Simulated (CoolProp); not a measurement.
Vapour-liquid equilibrium of R134a (1) + R141b (2) at 1.68 bar; x and y are mole fractions of (1).

The numbers come from the multi-fluid Helmholtz-energy mixture model, Tillner-Roth 1994 and Lemmon 2006; pair parameters Bell 2016 in CoolProp.

```json
[
 {"x": "0.05", "bubble temperature, mixture model (K)": "307.9", "bubble temperature, Raoult's law (K)": "311.5", "y, mixture model": "0.356", "y, Raoult's law": "0.289"},
 {"x": "0.15", "bubble temperature, mixture model (K)": "291.4", "bubble temperature, Raoult's law (K)": "298.4", "y, mixture model": "0.676", "y, Raoult's law": "0.599"},
 {"x": "0.25", "bubble temperature, mixture model (K)": "281.6", "bubble temperature, Raoult's law (K)": "289.2", "y, mixture model": "0.802", "y, Raoult's law": "0.751"},
 {"x": "0.35", "bubble temperature, mixture model (K)": "275.3", "bubble temperature, Raoult's law (K)": "282.2", "y, mixture model": "0.864", "y, Raoult's law": "0.838"},
 {"x": "0.45", "bubble temperature, mixture model (K)": "271.1", "bubble temperature, Raoult's law (K)": "276.8", "y, mixture model": "0.900", "y, Raoult's law": "0.892"},
 {"x": "0.55", "bubble temperature, mixture model (K)": "268.0", "bubble temperature, Raoult's law (K)": "272.3", "y, mixture model": "0.923", "y, Raoult's law": "0.928"},
 {"x": "0.65", "bubble temperature, mixture model (K)": "265.6", "bubble temperature, Raoult's law (K)": "268.5", "y, mixture model": "0.941", "y, Raoult's law": "0.953"},
 {"x": "0.75", "bubble temperature, mixture model (K)": "263.6", "bubble temperature, Raoult's law (K)": "265.2", "y, mixture model": "0.956", "y, Raoult's law": "0.971"},
 {"x": "0.85", "bubble temperature, mixture model (K)": "261.7", "bubble temperature, Raoult's law (K)": "262.4", "y, mixture model": "0.972", "y, Raoult's law": "0.985"},
 {"x": "0.95", "bubble temperature, mixture model (K)": "259.7", "bubble temperature, Raoult's law (K)": "259.9", "y, mixture model": "0.990", "y, Raoult's law": "0.996"}
]
```

The largest gap from Raoult's law is -7.6 K in bubble temperature, at x = 0.25. No azeotrope shows between x = 0.05 and 0.95.

Pair parameters are fitted to limited data, so mixtures are less certain than the pure fluids.
